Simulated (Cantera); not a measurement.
Input (Python, Cantera):

```python
import numpy as np
import cantera as ct

gas = ct.Solution("gri30.yaml")
gas.TPX = 1323, 1333, {'N2O': 1, 'O2': 0.71}
reactor = ct.IdealGasConstPressureReactor(gas, energy="off", clone=False)
net = ct.ReactorNet([reactor])
net.rtol, net.atol = 1e-08, 1e-18
show = ['N2O', 'O2', 'NO', 'NO2', 'N2', 'O']
times = np.geomspace(7e-06, 10, 14)

steps = ct.SolutionArray(gas, extra=["t"])
rows = []
print(f"{'t/s':>10s}{'T/K':>9s}{'P/Pa':>11s}" + "".join(f"{s:>11s}" for s in show))
for t in times:
    while net.time < t:
        t_next = net.step()
        steps.append(gas.state, t=t_next)
    rows.append([np.interp(t, steps.t, y) for y in (steps.T, steps.P, *steps(*show).X.T)])
    print(f"{t:10.3e}{rows[-1][0]:9.1f}{rows[-1][1]:11.4g}" + "".join(f"{x:11.3e}" for x in rows[-1][2:]))
rate = np.gradient(steps.T, steps.t)
print("integrator steps:", len(steps.t))
if steps.T.max() > steps.T[0] + 200:
    print(f"time of steepest temperature rise: {steps.t[rate.argmax()]:.4e} s")
gas.TPX = 1323, 1333, {'N2O': 1, 'O2': 0.71}
gas.equilibrate("TP")
print(f"equilibrium (TP): T = {gas.T:.1f} K  " + "  ".join(f"{s} {gas[s].X[0]:.3e}" for s in show))
```

It prints:

```
       t/s      T/K       P/Pa        N2O         O2         NO        NO2         N2          O
 7.000e-06   1323.0       1333  5.848e-01  4.152e-01  2.995e-10  8.768e-19  1.398e-07  1.381e-07
 2.082e-05   1323.0       1333  5.848e-01  4.152e-01  2.636e-09  2.340e-17  4.204e-07  4.052e-07
 6.194e-05   1323.0       1333  5.848e-01  4.152e-01  2.290e-08  6.386e-16  1.290e-06  1.158e-06
 1.843e-04   1323.0       1333  5.848e-01  4.152e-01  1.857e-07  1.640e-14  4.149e-06  3.077e-06
 5.482e-04   1323.0       1333  5.848e-01  4.152e-01  1.330e-06  4.144e-13  1.439e-05  6.711e-06
 1.631e-03   1323.0       1333  5.847e-01  4.152e-01  7.187e-06  8.391e-12  5.133e-05  9.832e-06
 4.851e-03   1323.0       1333  5.846e-01  4.152e-01  2.742e-05  1.115e-10  1.686e-04  1.027e-05
 1.443e-02   1323.0       1333  5.841e-01  4.153e-01  8.800e-05  1.122e-09  5.184e-04  1.027e-05
 4.293e-02   1323.0       1333  5.826e-01  4.156e-01  2.678e-04  9.896e-09  1.557e-03  1.027e-05
 1.277e-01   1323.0       1333  5.783e-01  4.163e-01  7.994e-04  7.705e-08  4.627e-03  1.027e-05
 3.799e-01   1323.0       1333  5.657e-01  4.183e-01  2.352e-03  4.732e-07  1.360e-02  1.027e-05
 1.130e+00   1323.0       1333  5.302e-01  4.242e-01  6.734e-03  1.995e-06  3.891e-02  1.027e-05
 3.362e+00   1323.0       1333  4.393e-01  4.392e-01  1.793e-02  6.157e-06  1.036e-01  1.026e-05
 1.000e+01   1323.0       1333  2.594e-01  4.688e-01  4.007e-02  1.499e-05  2.317e-01  1.022e-05
integrator steps: 491
equilibrium (TP): T = 1323.0 K  N2O 3.234e-09  O2 5.472e-01  NO 5.638e-04  NO2 1.036e-06  N2 4.522e-01  O 1.716e-06
```

Cantera simulation using GRI-Mech 3.0 (53 species, 325 reactions); the numbers are that mechanism's predictions, not measurements. GRI-Mech 3.0 was tuned for natural gas; its chemistry of N2O as a main component is partial and can be far from experiment. Radical loss at walls, strong at low pressure, is not modelled. The mechanism lacks the step 2 NO + O2 → 2 NO2, which can matter for NO2 below about 1400 K. The temperature is held fixed by assumption; the heat of reaction is taken as removed at once.
